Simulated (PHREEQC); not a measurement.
Ca(OH)2 is added in steps, without added water, to 1 kg of water holding 0.0054 mol FeCl3, at 17 °C. Oxygen is held at 0.21 atm. The system is closed to CO2. Precipitation was switched off in this run.

Base run: PHREEQC, ion-association model, wateq4f.dat. Each further column changes one thing. The table gives Fe(OH)2+ (mol/kgw).

```tsv
Ca(OH)2 added (mol)	base	metal-ligand complexes left out	all activity coefficients set to 1	Davies equation for every ion	database phreeqc.dat
0	0.000100	9.82e-5	0.000179	0.000104	0.000100
0.001083	0.000184	0.000176	0.000344	0.000195	0.000184
0.002167	0.000376	0.000359	0.000725	0.000402	0.000376
0.00325	0.000993	0.000972	0.00163	0.00103	0.000993
0.004333	0.00287	0.00286	0.00330	0.00288	0.00287
0.005417	0.00514	0.00514	0.00519	0.00514	0.00514
0.0065	0.00321	0.00321	0.00321	0.00321	0.00321
0.007583	0.00117	0.00117	0.00114	0.00117	0.00117
0.008667	0.000127	0.000127	9.83e-5	0.000128	0.000127
0.00975	1.32e-5	1.32e-5	9.72e-6	1.34e-5	1.32e-5
0.01083	7.25e-8	7.25e-8	5.97e-8	7.22e-8	7.31e-8
0.01192	1.02e-9	1.02e-9	9.26e-10	9.98e-10	1.03e-9
0.013	2.73e-10	2.73e-10	2.49e-10	2.67e-10	2.77e-10
```

In at least one series the solution becomes supersaturated in solids that the run did not let form, among them Fe(OH)3(a). phreeqc.dat and wateq4f.dat share most of their constants, so their agreement is no independent check.
